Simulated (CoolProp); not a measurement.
Vapour-liquid equilibrium of ammonia (1) + benzene (2) at 293.1 K; x and y are mole fractions of (1).

Model: multi-fluid Helmholtz-energy mixture model, Gao 2020 and Thol 2012; pair parameters Bell 2016, in CoolProp.

| x | bubble pressure, mixture model (MPa) | bubble pressure, Raoult's law (MPa) | y, mixture model | y, Raoult's law |
|---|---|---|---|---|
| 0.05 | 0.1318 | 0.05229 | 0.924 | 0.818 |
| 0.125 | 0.2961 | 0.1157 | 0.967 | 0.924 |
| 0.2 | 0.4282 | 0.1791 | 0.977 | 0.955 |
| 0.275 | 0.5249 | 0.2426 | 0.982 | 0.970 |
| 0.35 | 0.5898 | 0.3060 | 0.984 | 0.979 |
| 0.425 | 0.6304 | 0.3694 | 0.986 | 0.984 |
| 0.5 | 0.6550 | 0.4328 | 0.986 | 0.988 |
| 0.575 | 0.6715 | 0.4963 | 0.987 | 0.991 |
| 0.65 | 0.6862 | 0.5597 | 0.988 | 0.994 |
| 0.725 | 0.7043 | 0.6231 | 0.988 | 0.996 |
| 0.8 | 0.7298 | 0.6865 | 0.990 | 0.997 |
| 0.875 | 0.7657 | 0.7500 | 0.992 | 0.998 |
| 0.95 | 0.8148 | 0.8134 | 0.996 | 0.999 |

The largest gap from Raoult's law is +155.9 % in bubble pressure, at x = 0.125. No azeotrope shows between x = 0.05 and 0.95.

The pair parameters rest on a limited set of measurements; away from them the model extrapolates. With so large a gap from Raoult's law the liquid may split in two, which this calculation doesn't test in full.
